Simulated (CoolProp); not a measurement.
Model: reference Helmholtz-energy equation of state, Schmidt 1985, in CoolProp.

Question: Give the vapour pressure (bar), vapour density (kg/m³), enthalpy of vaporisation (kJ/kg), surface tension (mN/m) of saturated oxygen at 100.7, 108.4, 135.1 K.

Answer: 
| T (K) | p (bar) | vapour density (kg/m³) | enthalpy of vaporisation (kJ/kg) | surface tension (mN/m) |
|---|---|---|---|---|
| 100.7 | 2.69 | 11.0 | 202 | 10.6 |
| 108.4 | 4.86 | 19.1 | 192 | 8.75 |
| 135.1 | 22.4 | 89.7 | 140 | 3.04 |

Surface tension comes from a separate correlation (Mulero 2012).
